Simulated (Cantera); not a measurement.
Input (Python, Cantera):

```python
import numpy as np
import cantera as ct

gas = ct.Solution("gri30.yaml")


def delay(T, t_max=10):
    gas.TPX = T, 2900000, {'CH4': 1, 'O2': 2.33, 'N2': 8.74}
    reactor = ct.IdealGasConstPressureReactor(gas, clone=False)
    net = ct.ReactorNet([reactor])
    net.rtol, net.atol = 1e-8, 1e-16
    while net.time < t_max:
        t_old, T_old = net.time, reactor.T
        net.step()
        if reactor.T > T + 400:  # ignition: a rise of 400 K
            return t_old + (T + 400 - T_old) / (reactor.T - T_old) * (net.time - t_old)
    return np.nan


taus = []
for T in [1050, 1150, 1250, 1350, 1450, 1550, 1650, 1750, 1850]:
    taus.append(delay(T))
    print(f"T0 = {T:6g} K   tau = {taus[-1]:.4e} s")
```

Output:

```
T0 =   1050 K   tau = 1.1296e-02 s
T0 =   1150 K   tau = 2.5854e-03 s
T0 =   1250 K   tau = 7.6539e-04 s
T0 =   1350 K   tau = 2.6675e-04 s
T0 =   1450 K   tau = 1.0362e-04 s
T0 =   1550 K   tau = 4.3643e-05 s
T0 =   1650 K   tau = 1.9670e-05 s
T0 =   1750 K   tau = 9.4525e-06 s
T0 =   1850 K   tau = 4.8517e-06 s
```

Cantera simulation using GRI-Mech 3.0 (53 species, 325 reactions); the numbers are that mechanism's predictions, not measurements. The pressure lies above the range GRI-Mech 3.0 was tuned for (to about 10 atm).
